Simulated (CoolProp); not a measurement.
The numbers come from the reference Helmholtz-energy equation of state, Lemmon 2006 in CoolProp. It is a short technical equation, of lower accuracy than the large ones.

Question: For nitrous oxide, give the phase and the density (kg/m³), cp (kJ/(kg K)), expansivity (1/kK), fugacity coefficient at 248.2 K and 31400 kPa; 258.7 K and 31400 kPa; 279.6 K and 31400 kPa.

Answer: 
- 248.2 K and 31400 kPa: liquid; density 1100, cp 1.68, expansivity 2.52, fugacity coefficient 0.0764
- 258.7 K and 31400 kPa: liquid; density 1070, cp 1.70, expansivity 2.66, fugacity coefficient 0.0992
- 279.6 K and 31400 kPa: liquid; density 1010, cp 1.74, expansivity 2.98, fugacity coefficient 0.154
